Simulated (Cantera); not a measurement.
## Carbothermic reduction: CuO + C + N₂

Charge: 1 mol CuO, 0.64 mol C, 4.9 mol N₂, at 6.70 bar.

Method: chemical equilibrium by Gibbs-energy minimisation in Cantera with the NASA 1993 tables (ideal gas, pure condensed phases). Candidate condensed phases: C, Cu, CuO, Cu₂O; 27 gas species. Kinetics and transport are ignored.

| T (°C) | x N₂ | x CO₂ | x CO | x Cu | x NO | x Cu₂ | x O₂ | x O | n C(graphite) | n Cu(s) | n Cu(l) |
|---|---|---|---|---|---|---|---|---|---|---|---|
| 527 | 0.902 | 0.0864 | 0.0114 | <1e-12 | <1e-12 | <1e-12 | <1e-12 | <1e-12 | 0.109 | 1.00 | 0 |
| 677 | 0.884 | 0.0650 | 0.0505 | <1e-12 | <1e-12 | <1e-12 | <1e-12 | <1e-12 | 0 | 1.00 | 0 |
| 827 | 0.884 | 0.0650 | 0.0505 | 8.88e-11 | <1e-12 | <1e-12 | <1e-12 | <1e-12 | 0 | 1.00 | 0 |
| 977 | 0.884 | 0.0650 | 0.0505 | 6.92e-9 | 1.75e-11 | <1e-12 | <1e-12 | <1e-12 | 0 | 1.00 | 0 |
| 1127 | 0.884 | 0.0650 | 0.0505 | 2.01e-7 | 8.16e-10 | 3.93e-11 | <1e-12 | <1e-12 | 0 | 0 | 1.000 |
| 1277 | 0.884 | 0.0650 | 0.0505 | 2.77e-6 | 1.80e-8 | 1.48e-9 | 2.52e-11 | 1.52e-11 | 0 | 0 | 1.000 |
| 1427 | 0.884 | 0.0650 | 0.0505 | 2.37e-5 | 2.29e-7 | 2.87e-8 | 1.16e-9 | 5.89e-10 | 0 | 0 | 1.000 |
| 1577 | 0.884 | 0.0650 | 0.0505 | 0.000142 | 1.92e-6 | 3.35e-7 | 2.86e-8 | 1.26e-8 | 0 | 0 | 0.999 |
| 1727 | 0.884 | 0.0649 | 0.0505 | 0.000643 | 1.16e-5 | 2.66e-6 | 4.31e-7 | 1.70e-7 | 0 | 0 | 0.996 |
| 1877 | 0.882 | 0.0648 | 0.0505 | 0.00234 | 5.45e-5 | 1.55e-5 | 4.41e-6 | 1.58e-6 | 0 | 0 | 0.987 |
x: gas mole fraction; n: condensed amount in mol.

At 527 °C the condensed part is C(graphite) + Cu(s). From 677 °C to 977 °C the condensed part is Cu(s). From 1127 °C to 1877 °C the condensed part is Cu(l).
